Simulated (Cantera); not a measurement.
Charge: 1 mol Cu2O, 3.3 mol H2, 0.42 mol N2, at 0.278 Torr.

These are equilibrium values from Cantera (NASA tables, ideal gas, pure condensed phases), not measurements of a reactor. Candidate condensed phases: Cu, CuO, Cu(OH)2, Cu2O, H2O; 27 gas species. Kinetics and transport are ignored.

x: gas mole fraction; n: condensed amount in mol.

```json
[
 {"T (K)": "1048", "x H2": "0.618", "x H2O": "0.269", "x Cu": "2.64e-7", "x N2": "0.113", "x H": "3.16e-7", "x Cu2": "<1e-12", "n Cu(s)": "2.00", "n Cu(l)": "0"},
 {"T (K)": "1098", "x H2": "0.618", "x H2O": "0.269", "x Cu": "1.51e-6", "x N2": "0.113", "x H": "1.01e-6", "x Cu2": "?", "n Cu(s)": "2.00", "n Cu(l)": "0"},
 {"T (K)": "1148", "x H2": "0.618", "x H2O": "0.269", "x Cu": "7.35e-6", "x N2": "0.113", "x H": "2.93e-6", "x Cu2": "?", "n Cu(s)": "2.00", "n Cu(l)": "0"},
 {"T (K)": "1198", "x H2": "0.618", "x H2O": "0.269", "x Cu": "3.14e-5", "x N2": "0.113", "x H": "7.77e-6", "x Cu2": "?", "n Cu(s)": "2.00", "n Cu(l)": "0"},
 {"T (K)": "1248", "x H2": "0.618", "x H2O": "0.269", "x Cu": "0.000119", "x N2": "0.113", "x H": "1.91e-5", "x Cu2": "?", "n Cu(s)": "2.00", "n Cu(l)": "0"},
 {"T (K)": "1298", "x H2": "0.618", "x H2O": "0.269", "x Cu": "0.000407", "x N2": "0.113", "x H": "4.38e-5", "x Cu2": "?", "n Cu(s)": "2.00", "n Cu(l)": "0"},
 {"T (K)": "1348", "x H2": "0.617", "x H2O": "0.268", "x Cu": "0.00127", "x N2": "0.113", "x H": "9.45e-5", "x Cu2": "?", "n Cu(s)": "2.00", "n Cu(l)": "0"},
 {"T (K)": "1398", "x H2": "0.616", "x H2O": "0.268", "x Cu": "0.00351", "x N2": "0.112", "x H": "0.000193", "x Cu2": "?", "n Cu(s)": "0", "n Cu(l)": "1.99"},
 {"T (K)": "1448", "x H2": "0.612", "x H2O": "0.266", "x Cu": "0.00896", "x N2": "0.112", "x H": "0.000375", "x Cu2": "?", "n Cu(s)": "0", "n Cu(l)": "1.97"},
 {"T (K)": "1498", "x H2": "0.604", "x H2O": "0.263", "x Cu": "0.0215", "x N2": "0.110", "x H": "0.000695", "x Cu2": "?", "n Cu(s)": "0", "n Cu(l)": "1.92"},
 {"T (K)": "1548", "x H2": "0.587", "x H2O": "0.256", "x Cu": "0.0486", "x N2": "0.107", "x H": "0.00123", "x Cu2": "?", "n Cu(s)": "0", "n Cu(l)": "1.81"},
 {"T (K)": "1598", "x H2": "0.552", "x H2O": "0.240", "x Cu": "0.104", "x N2": "0.101", "x H": "0.00206", "x Cu2": "?", "n Cu(s)": "0", "n Cu(l)": "1.57"},
 {"T (K)": "1648", "x H2": "0.484", "x H2O": "0.211", "x Cu": "0.213", "x N2": "0.0886", "x H": "0.00322", "x Cu2": "?", "n Cu(s)": "0", "n Cu(l)": "0.986"}
]
```

Fill in the missing entries.


- 1098, x Cu2: 1.17e-11
- 1148, x Cu2: 1.11e-10
- 1198, x Cu2: 8.71e-10
- 1248, x Cu2: 5.76e-9
- 1298, x Cu2: 3.28e-8
- 1348, x Cu2: 1.63e-7
- 1398, x Cu2: 6.74e-7
- 1448, x Cu2: 2.48e-6
- 1498, x Cu2: 8.31e-6
- 1548, x Cu2: 2.57e-5
- 1598, x Cu2: 7.38e-5
- 1648, x Cu2: 0.000198
